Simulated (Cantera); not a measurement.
Thermodynamics of boron, boron nitride and boron oxide, feed BCl₃ + H₂O

Feed: 1 mol BCl₃, 1.1 mol H₂O.

Equilibrium computed with Cantera from the NASA thermochemical tables; the gas is ideal and each condensed phase is pure. Candidate condensed phases: B, B₂O₃, B₃O₃H₃, H₂O; 33 gas species. The tables' values for BCl₂ are old estimates. Gases not in the tables: H₃BO₃. Rates play no part.

Stable condensed phases:

```
T in K \ P in Pa
             10     37    140    520   1900   7200  27000 100000
   2298       A      A      A      A      A      A      A      A
   2248       A      A      A      A      A      A      A      A
   2198       A      A      A      A      A      A      A      A
   2148       A      A      A      A      A      A      A      A
   2098       A      A      A      A      A      A      A      A
   2048       A      A      A      A      A      A      A      A
   1998       A      A      A      A      A      A      A      B
   1948       A      A      A      A      A      A      A      B
   1898       A      A      A      A      A      A      B      B
   1848       A      A      A      A      A      A      B      B
   1798       A      A      A      A      A      B      B      B
   1748       A      A      A      A      A      B      B      B
   1698       A      A      A      A      B      B      B      B
   1648       A      A      A      A      B      B      B      B
```

A: gas only; B: B₂O₃.
